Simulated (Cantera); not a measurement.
A freely propagating, adiabatic, planar premixed flame of H2 : O2 : N2 : H2O = 1 : 0.625 : 2.35 : 0.18 (molar parts), unburnt at 673 K and 500000 Pa; mixture-averaged transport, grid criteria slope 0.08 and curve 0.16, no radiation.

Computed with Cantera and the H2/O2 subset of GRI-Mech 3.0, which has no nitrogen chemistry. The hydrogen kinetics of GRI-Mech 3.0 are dated; newer H2 mechanisms differ, most at raised pressure. Burning velocities carry a grid error of a few per cent, more on coarse grids.

Task: Predict: laminar burning velocity; thermal thickness; peak x(OH); peak x(HO2); peak x(H); peak x(O).

Result: 
```
Property                     Result
------------------------  ---------
laminar burning velocity   562 cm/s
thermal thickness         0.0588 mm
peak x(OH)                   0.0155
peak x(HO2)                0.000960
peak x(H)                    0.0164
peak x(O)                   0.00737
```
